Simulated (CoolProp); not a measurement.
Vapour-liquid equilibrium of carbon dioxide (1) + propylene (2) at 537 kPa; x and y are mole fractions of (1).

Computed with CoolProp (multi-fluid Helmholtz-energy mixture model, Span 1996 and Lemmon 2013; pair parameters Bell 2016).

```json
[
 {"x": "0.05", "bubble temperature (°C)": "-14.1", "y at the bubble point": "0.312", "dew temperature at overall composition x (°C)": "-4.5", "liquid density (mol/L)": "13.73"},
 {"x": "0.2", "bubble temperature (°C)": "-34.2", "y at the bubble point": "0.701", "dew temperature at overall composition x (°C)": "-9.8", "liquid density (mol/L)": "15.39"},
 {"x": "0.35", "bubble temperature (°C)": "-43.3", "y at the bubble point": "0.820", "dew temperature at overall composition x (°C)": "-15.7", "liquid density (mol/L)": "16.91"},
 {"x": "0.5", "bubble temperature (°C)": "-48.0", "y at the bubble point": "0.873", "dew temperature at overall composition x (°C)": "-22.6", "liquid density (mol/L)": "18.53"},
 {"x": "0.65", "bubble temperature (°C)": "-50.8", "y at the bubble point": "0.906", "dew temperature at overall composition x (°C)": "-30.9", "liquid density (mol/L)": "20.40"},
 {"x": "0.8", "bubble temperature (°C)": "-53.0", "y at the bubble point": "0.937", "dew temperature at overall composition x (°C)": "-41.6", "liquid density (mol/L)": "22.68"},
 {"x": "0.95", "bubble temperature (°C)": "-55.0", "y at the bubble point": "0.979", "dew temperature at overall composition x (°C)": "-53.7", "liquid density (mol/L)": "25.57"}
]
```

No azeotrope shows between x = 0.05 and 0.95.

Pair parameters are fitted to limited data, so mixtures are less certain than the pure fluids.
